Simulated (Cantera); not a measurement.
Charge: 1 mol SiCl₄, 8.5 mol H₂O, 0.15 mol H₂, held at 48.0 Pa.

Equilibrium computed with Cantera from the NASA thermochemical tables; the gas is ideal and each condensed phase is pure. Candidate condensed phases: H₂O, Si, SiO₂; 30 gas species. The tables hold silica as quartz up to 1696 K and as liquid above; real silica turns to tridymite and cristobalite and melts near 1996 K. Kinetics and transport are ignored.

**Question.** Which condensed phases are stable at each of these points (T (°C)): 400, 550, 700, 850, 1000, 1150, 1300, 1450, 1600?

**Answer.** 
| T (°C) | condensed phases | Si condensed (%) |
|---|---|---|
| 400 | SiO₂(α-quartz) | 100.0 |
| 550 | SiO₂(α-quartz) | 100.0 |
| 700 | SiO₂(β-quartz) | 100.0 |
| 850 | SiO₂(β-quartz) | 100.0 |
| 1000 | SiO₂(β-quartz) | 100.0 |
| 1150 | SiO₂(β-quartz) | 100.0 |
| 1300 | SiO₂(β-quartz) | 100.0 |
| 1450 | SiO₂(condensed) | 100.0 |
| 1600 | SiO₂(condensed) | 98.6 |

From 400 °C to 550 °C the condensed part is SiO₂(α-quartz). From 700 °C to 1300 °C the condensed part is SiO₂(β-quartz). From 1450 °C to 1600 °C the condensed part is SiO₂(condensed).
